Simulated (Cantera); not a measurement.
A Cantera script and what it prints.

```python
import numpy as np
import cantera as ct

gas_names = """
    N NO NO2 NO3 N2 N2O O O2 O3 Si SiN SiO SiO2 Si2 Si2N Si3
""".split()
cond_names = """
    Si(cr) Si(L) SiO2(Lqz) SiO2(hqz) SiO2(L) Si2N2O(s) Si3N4(a)
""".split()


# ... load() reads the species with a 1 bar reference pressure and builds the phases ...
atoms = {
    'Si': {'Si': 1},
    'N2O': {'N': 2, 'O': 1},
    'N2': {'N': 2},
}
top_T = {'Si2N2O(s)': 2100, 'Si3N4(a)': 2400}  # K; cautious upper limits of use, not melting points


# ... equilibrate(T, P, feed) seeds the gas with the atoms and calls Mixture.equilibrate('TP', solver="vcs", rtol=1e-11, max_steps=5000) ...
results = []
feed = {'Si': 1, 'N2O': 0.024, 'N2': 17}  # mol
P = 11000  # Pa
for T in [1648, 1698, 1748, 1798, 1848, 1898, 1948, 1998, 2048, 2098, 2148]:
    mix = equilibrate(T, P, feed)
    results.append((T, P, feed, dict(zip(mix.species_names, mix.species_moles))))

top = {s: max(r[3][s] / sum(r[3][g] for g in gas_names) for r in results) for s in gas_names}
cols = sorted((s for s in top if top[s] > 0.001), key=lambda s: -top[s])[:6]
seen = [c for c in cond_names if any(r[3].get(c, 0) > 1e-12 for r in results)]
print("log10 of partial pressures in bar; condensed amounts in mol")
print(f"{'T/K':>10s}" + "".join(f"{s[:9]:>10s}" for s in cols + seen))
for T, P, feed, n in results:
    ng = sum(n[g] for g in gas_names)
    print(f"{T:10.4g}" + "".join(f"{np.log10(max(n[s] / ng * P / 1e5, 1e-99)):10.3f}" for s in cols)
          + "".join(f"{n.get(c, 0):10.4g}" for c in seen))
```

It prints:

```
log10 of partial pressures in bar; condensed amounts in mol
       T/K        N2        Si       SiO     Si(L) Si2N2O(s)  Si3N4(a)
      1648    -0.959    -8.067    -5.383         0   0.02338    0.3175
      1698    -0.959    -7.425    -4.848         0   0.02189     0.318
      1748    -0.959    -6.821    -4.343         0   0.01725    0.3196
      1798    -0.959    -6.251    -3.868         0  0.003803     0.324
      1848    -0.959    -5.713    -3.793         0         0    0.3252
      1898    -0.959    -5.203    -3.793         0         0    0.3249
      1948    -0.959    -4.720    -3.793         0         0    0.3241
      1998    -0.959    -4.371    -3.810    0.9672         0         0
      2048    -0.960    -4.122    -3.810    0.9607         0         0
      2098    -0.960    -3.884    -3.811    0.9503         0         0
      2148    -0.960    -3.658    -3.811    0.9335         0         0
```

These are equilibrium values from Cantera (NASA tables, ideal gas, pure condensed phases), not measurements of a reactor. Mutual solubility and eutectic melting of coexisting phases are not modelled. The tables' values for SiN are old estimates; treat these amounts as uncertain.
